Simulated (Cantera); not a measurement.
What does this Cantera script print?

```python
import numpy as np
import cantera as ct

gas = ct.Solution("gri30.yaml")
gas.TPX = 1700, 2100000, {'CH4': 1, 'CO': 0.53, 'O2': 2.27, 'N2': 8.52}
reactor = ct.IdealGasReactor(gas, energy="on", clone=False)
net = ct.ReactorNet([reactor])
net.rtol, net.atol = 1e-08, 1e-16
show = ['CH4', 'CO', 'O2', 'HCN', 'C2H2', 'H2']
times = np.geomspace(8e-06, 1, 11)

steps = ct.SolutionArray(gas, extra=["t"])
rows = []
print(f"{'t/s':>10s}{'T/K':>9s}{'P/Pa':>11s}" + "".join(f"{s:>11s}" for s in show))
for t in times:
    while net.time < t:
        t_next = net.step()
        steps.append(gas.state, t=t_next)
    rows.append([np.interp(t, steps.t, y) for y in (steps.T, steps.P, *steps(*show).X.T)])
    print(f"{t:10.3e}{rows[-1][0]:9.1f}{rows[-1][1]:11.4g}" + "".join(f"{x:11.3e}" for x in rows[-1][2:]))
rate = np.gradient(steps.T, steps.t)
print("integrator steps:", len(steps.t))
if steps.T.max() > steps.T[0] + 200:
    print(f"time of steepest temperature rise: {steps.t[rate.argmax()]:.4e} s")
gas.TPX = 1700, 2100000, {'CH4': 1, 'CO': 0.53, 'O2': 2.27, 'N2': 8.52}
gas.equilibrate("UV")
print(f"equilibrium (UV): T = {gas.T:.1f} K  " + "  ".join(f"{s} {gas[s].X[0]:.3e}" for s in show))
```

Output:

```
       t/s      T/K       P/Pa        CH4         CO         O2        HCN       C2H2         H2
 8.000e-06   1709.2  2.112e+06  7.887e-02  4.300e-02  1.829e-01  2.521e-12  2.635e-07  3.841e-04
 2.587e-05   3247.4  4.116e+06  4.875e-13  5.385e-02  2.225e-02  3.065e-08  2.866e-15  1.332e-02
 8.365e-05   3230.9  4.094e+06  5.400e-13  5.447e-02  1.933e-02  4.588e-08  3.036e-15  1.369e-02
 2.705e-04   3230.9  4.094e+06  5.401e-13  5.447e-02  1.933e-02  4.591e-08  3.036e-15  1.369e-02
 8.747e-04   3230.9  4.094e+06  5.401e-13  5.447e-02  1.933e-02  4.591e-08  3.036e-15  1.369e-02
 2.828e-03   3230.9  4.094e+06  5.401e-13  5.447e-02  1.933e-02  4.591e-08  3.036e-15  1.369e-02
 9.146e-03   3230.9  4.094e+06  5.401e-13  5.447e-02  1.933e-02  4.591e-08  3.036e-15  1.369e-02
 2.958e-02   3230.9  4.094e+06  5.401e-13  5.447e-02  1.933e-02  4.591e-08  3.036e-15  1.369e-02
 9.564e-02   3230.9  4.094e+06  5.401e-13  5.447e-02  1.933e-02  4.591e-08  3.036e-15  1.369e-02
 3.092e-01   3230.9  4.094e+06  5.401e-13  5.447e-02  1.933e-02  4.591e-08  3.036e-15  1.369e-02
 1.000e+00   3230.9  4.094e+06  5.401e-13  5.447e-02  1.933e-02  4.591e-08  3.036e-15  1.369e-02
integrator steps: 1972
time of steepest temperature rise: 1.8081e-05 s
equilibrium (UV): T = 3230.9 K  CH4 6.776e-13  CO 5.447e-02  O2 1.933e-02  HCN 4.591e-08  C2H2 3.194e-15  H2 1.369e-02
```

Cantera simulation using GRI-Mech 3.0 (53 species, 325 reactions); the numbers are that mechanism's predictions, not measurements. The pressure lies above the range GRI-Mech 3.0 was tuned for (to about 10 atm). Above 3000 K some thermodynamic fits are extrapolated.
